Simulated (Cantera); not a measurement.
Mixture: CO : H2 : O2 : N2 = 1 : 0.18 : 0.952 : 3.58 (molar parts), at 7500 Torr, adiabatic and at constant volume. Ignition delay is the time to a rise of 400 K.

Computed with Cantera and GRI-Mech 3.0 (53 species, 325 reactions). The hydrogen kinetics of GRI-Mech 3.0 are dated; newer H2 mechanisms differ, most at raised pressure. Where the delays flatten at high temperature, the 400 K rule measures the pace of heat release, not the induction time.

Predict: delay at 950 K; delay at 1150 K; delay at 1350 K; delay at 1550 K.


```
Item               Result
---------------  --------
delay at 950 K    15.6 ms
delay at 1150 K  0.131 ms
delay at 1350 K   7.78 µs
delay at 1550 K   3.56 µs
```
